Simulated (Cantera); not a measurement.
## Thermodynamics of boron, boron nitride and boron oxide, feed borazine + H2O + N2 + O2

A closed system holds: 1 mol borazine, 19 mol H2O, 67 mol N2, 0.58 mol O2, held at 1975 K.

Equilibrium computed with Cantera from the NASA thermochemical tables; the gas is ideal and each condensed phase is pure. Candidate condensed phases: B, BN, B2O3, B3O3H3, H2O; 39 gas species. The feed counts by its element totals alone. Equilibrium is a limit: real reactors are often held back by kinetics, nucleation or transport.

| P (Pa) | log p N2 | log p H2O | log p H2 | log p H | log p HBO2 | log p OH |
|---|---|---|---|---|---|---|
| 10 | -4.14 | -4.87 | -5.20 | -5.46 | -5.55 | -6.15 |
| 63 | -3.33 | -4.03 | -4.39 | -5.06 | -4.72 | -5.72 |
| 400 | -2.53 | -3.21 | -3.57 | -4.65 | -3.91 | -5.31 |
| 2500 | -1.73 | -2.41 | -2.77 | -4.25 | -3.11 | -4.91 |
| 16000 | -0.92 | -1.61 | -1.96 | -3.84 | -2.30 | -4.51 |
| 100000 | -0.13 | -0.81 | -1.16 | -3.45 | -1.51 | -4.11 |
log p: log10 of the partial pressure in bar; nothing condenses.

From 0.0750 Torr to 750 Torr nothing is condensed. The main B-bearing gas is HBO2 throughout.
